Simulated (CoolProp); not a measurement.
50 sccm (0 °C, 1 atm) of nitrogen bubbles through liquid ethanol at 277.1 K and leaves saturated at a total pressure of 0.0204 MPa (ideal gas phase). Each further row changes one setting.

The numbers come from the reference Helmholtz-energy equation of state, Schroeder 2014 in CoolProp.

```
case                       vapour pressure (kPa)  mole fraction of vapour  delivery (mg/min)  delivery (sccm)  change of delivery for a bath 1 K warmer (%)
-------------------------  ---------------------  -----------------------  -----------------  ---------------  --------------------------------------------
as stated                                   2.11                    0.103               11.8             5.75                                           7.9
bath temperature 282.1 K                    2.94                    0.144               17.3             8.42                                           8.0
total pressure 0.0408 MPa                   2.11                   0.0516               5.59             2.72                                           7.4
```
